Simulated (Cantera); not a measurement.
A Cantera script and its output.

```python
import numpy as np
import cantera as ct

gas = ct.Solution("gri30.yaml")
gas.TPX = 325, 660000, {'CH3OH': 1, 'O2': 2, 'N2': 6.06}
flame = ct.FreeFlame(gas, width=0.011)
flame.set_refine_criteria(ratio=3, slope=0.08, curve=0.16)
flame.transport_model = "mixture-averaged"
flame.solve(loglevel=0, auto=True)
z, T = flame.grid, flame.T
thick = (T[-1] - T[0]) / np.gradient(T, z).max()
show = ['CH3OH', 'O2', 'C2H2', 'CO', 'H2O', 'CH2O']
print(f"laminar burning velocity  {flame.velocity[0] * 100:.3f} cm/s")
print(f"burnt temperature         {T[-1]:.1f} K")
print(f"thermal thickness         {thick * 1e3:.4f} mm")
print(f"grid points               {len(z)}")
z0 = z[flame.heat_release_rate.argmax()]
print(f"{'z/mm':>9s}{'T/K':>9s}{'u/(m/s)':>9s}" + "".join(f"{s:>11s}" for s in show))
rows = []
for k in (-3, -2, -1.5, -1, -0.5, -0.25, 0, 0.25, 0.5, 1, 2, 4, 8):
    zz = z0 + k * thick
    rows.append([k * thick, np.interp(zz, z, T), np.interp(zz, z, flame.velocity),
                 *(np.interp(zz, z, flame.X[gas.species_index(s)]) for s in show)])
    print(f"{rows[-1][0] * 1e3:9.3f}{rows[-1][1]:9.1f}{rows[-1][2]:9.3f}" + "".join(f"{x:11.3e}" for x in rows[-1][3:]))
```

It prints:

```
laminar burning velocity  21.847 cm/s
burnt temperature         2164.9 K
thermal thickness         0.0977 mm
grid points               135
     z/mm      T/K  u/(m/s)      CH3OH         O2       C2H2         CO        H2O       CH2O
   -0.293    325.2    0.219  1.103e-01  2.206e-01  1.766e-13  5.316e-06  6.157e-05  1.814e-07
   -0.195    327.7    0.221  1.101e-01  2.201e-01  2.758e-12  6.010e-05  6.091e-04  3.138e-06
   -0.147    342.2    0.231  1.095e-01  2.186e-01  2.489e-11  3.911e-04  3.451e-03  3.153e-05
   -0.098    448.1    0.305  1.042e-01  2.088e-01  2.774e-10  2.963e-03  2.128e-02  3.924e-04
   -0.049    905.8    0.635  7.248e-02  1.676e-01  2.049e-09  1.586e-02  8.443e-02  3.004e-03
   -0.024   1306.6    0.935  3.730e-02  1.294e-01  4.176e-09  2.891e-02  1.336e-01  5.915e-03
    0.000   1730.1    1.257  2.804e-03  8.791e-02  6.747e-09  3.993e-02  1.817e-01  2.738e-03
    0.024   1916.2    1.384  2.280e-06  6.744e-02  8.546e-10  2.517e-02  1.956e-01  8.892e-06
    0.049   2009.1    1.442  1.659e-09  5.998e-02  1.962e-11  1.443e-02  1.994e-01  1.359e-08
    0.098   2094.4    1.495  9.129e-13  5.510e-02  2.302e-14  6.273e-03  2.032e-01  3.182e-11
    0.195   2144.7    1.526  2.262e-16  5.292e-02  1.227e-17  2.354e-03  2.062e-01  3.946e-12
    0.391   2162.5    1.537  2.589e-17  5.229e-02  2.227e-20  1.041e-03  2.073e-01  1.006e-12
    0.782   2165.0    1.538  5.011e-18  5.220e-02  1.573e-21  8.422e-04  2.075e-01  7.312e-13
```

Computed with Cantera and GRI-Mech 3.0 (53 species, 325 reactions). GRI-Mech 3.0 was tuned for natural gas; its chemistry of methanol as a main component is partial and can be far from experiment. Burning velocities carry a grid error of a few per cent, more on coarse grids.
